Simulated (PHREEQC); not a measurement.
A solution holds 0.0031 mol/kgw (CH3)4NCl, 0.03 mol/kgw Fe2(SO4)3 and 0.00015 mol/kgw NH4HCO3, at 25 °C. Closed to the air; pH follows from the charge balance.

Equilibrium calculation in PHREEQC: ion-association model, wateq4f.dat.

Precipitation was switched off in this run.

Problem. Order these S species by the share of S that they hold, largest first: FeHSO4+2, FeSO4+, Fe(SO4)2-, HSO4-, SO4-2.

Solution. FeSO4+ (47 %), SO4-2 (29 %), Fe(SO4)2- (20 %), HSO4- (3.1 %), FeHSO4+2 (0.65 %)

The pH is 2.63 and the ionic strength 0.113 mol/kgw. The solution is supersaturated, for example in Hematite (slow to form), Goethite (slow to form), so a real one may precipitate; this is no full list. (CH3)4N+ isn't in the database: it is added as a free cation with an ion size of 4 Å.
